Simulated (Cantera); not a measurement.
A closed system holds: 1 mol Si, 13 mol HCl, equilibrated at 1.80 Pa.

These are equilibrium values from Cantera (NASA tables, ideal gas, pure condensed phases), not measurements of a reactor. Candidate condensed phases: Si; 19 gas species. The tables' values for SiCl3 are old estimates; treat these amounts as uncertain. Kinetics and transport are ignored. All values below are at 948 K.

Base state: HCl 0.750, H2 0.166, SiCl4 0.0827, SiCl3 0.000410, SiHCl3 8.26e-5, SiCl2 6.87e-5 (mole fractions); condensed: gas only.

What changes in the equilibrium state with this change: 1.4 mol O2 added?


```csv
species,before,after
HCl,0.750,0.941
O2,0,0.0211
H2O,0,0.0178
H2,0.166,<1e-9
SiCl4,0.0827,<1e-9
Cl2,<1e-9,0.0153
SiCl3,0.000410,<1e-9
SiHCl3,8.26e-5,<1e-9
"SiO2(β-quartz), mol",0,1.00
```
Further candidate phases: H2O, SiO2.
